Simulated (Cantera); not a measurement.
**Thermodynamics of boron, boron nitride and boron oxide, feed B + H2O + H2 + N2**

Feed: 1 mol B, 15 mol H2O, 5.7 mol H2, 27 mol N2, held at 13.3 mbar.

Method: chemical equilibrium by Gibbs-energy minimisation in Cantera with the NASA 1993 tables (ideal gas, pure condensed phases). Candidate condensed phases: B, BN, B2O3, B3O3H3, H2O; 39 gas species. Gases not in the tables: H3BO3. Kinetics and transport are ignored.

From 1150 °C to 1850 °C nothing is condensed.

```
T (°C)   x N2  x H2O   x H2  x HBO2       x H      x OH     x BO2      x NO
------  -----  -----  -----  ------  --------  --------  --------  --------
1150    0.560  0.270  0.149  0.0206   2.22e-5   8.71e-7   8.28e-8   1.51e-8
1250    0.560  0.270  0.149  0.0206   7.73e-5   4.31e-6   4.06e-7   1.01e-7
1350    0.560  0.270  0.149  0.0206  0.000231   1.75e-5   1.63e-6   5.32e-7
1450    0.560  0.270  0.149  0.0205  0.000610   6.05e-5   5.61e-6   2.32e-6
1550    0.560  0.269  0.149  0.0204   0.00145  0.000183   1.68e-5   8.63e-6
1650    0.559  0.269  0.148  0.0203   0.00314  0.000491   4.49e-5   2.80e-5
1750    0.558  0.268  0.146  0.0201   0.00629   0.00120  0.000109   8.12e-5
1850    0.556  0.265  0.144  0.0198    0.0118   0.00268  0.000241  0.000213
```
x: gas mole fraction; nothing condenses.
